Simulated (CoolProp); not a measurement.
Vapour pressure (MPa) of CH2F2 (R32): the reference equation beside estimates from Tc = 78.1 °C, pc = 5.783 MPa, ω = 0.277. Clausius-Clapeyron is anchored at 9.95 °C with a constant enthalpy of vaporisation of 15.56 kJ/mol.

Computed with CoolProp (reference Helmholtz-energy equation of state, Tillner-Roth 1997).

| T (°C) | reference | Clausius-Clapeyron | Redlich-Kwong | Soave-Redlich-Kwong |
|---|---|---|---|---|
| -63.55 | 0.05310 | 0.1089 | 0.1118 | 0.05094 |
| -51.25 | 0.1034 | 0.1786 | 0.1994 | 0.1009 |
| -39.05 | 0.1852 | 0.2772 | 0.3294 | 0.1832 |
| -26.85 | 0.3108 | 0.4118 | 0.5130 | 0.3108 |
| -14.55 | 0.4961 | 0.5910 | 0.7632 | 0.5001 |
| -2.35 | 0.7536 | 0.8187 | 1.087 | 0.7646 |
| 9.95 | 1.105 | 1.105 | 1.499 | 1.126 |
| 22.15 | 1.564 | 1.452 | 2.003 | 1.598 |
| 34.45 | 2.160 | 1.871 | 2.618 | 2.208 |
| 46.65 | 2.906 | 2.360 | 3.340 | 2.967 |
| 58.95 | 3.843 | 2.930 | 4.192 | 3.908 |
| 71.15 | 4.997 | 3.578 | 5.166 | 5.040 |

Absolute difference from the reference over all 12 rows, mean and median: Clausius-Clapeyron 31.6 and 21.4 %, Redlich-Kwong 46.4 and 39.9 %, Soave-Redlich-Kwong 1.7 and 1.8 %.
